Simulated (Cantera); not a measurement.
An isothermal, constant-pressure homogeneous reactor starts with 76.3 % CH4, 23.7 % CO2, at 2050 K and 1.01 bar.

Cantera simulation using GRI-Mech 3.0 (53 species, 325 reactions); the numbers are that mechanism's predictions, not measurements. GRI-Mech 3.0 stops at C3 and has no aromatics, soot or wall deposition, so with more carbon than oxygen in the feed, carbon stays in small species such as C2H2 where larger ones or solid carbon would form.

One state of this run: x CH4 = 0.0270; x CO2 = 0.0155; x O = 2.23e-8; x C2H6 = 1.50e-5; x C2H4 = 0.000740. x: mole fraction; the columns are a selection and need not sum to one.

**Question.** Which value of t (s) does it belong to?
(A) 0.00103
(B) 0.00524
(C) 0.687
(D) 17.7

**Answer.** A, 0.00103
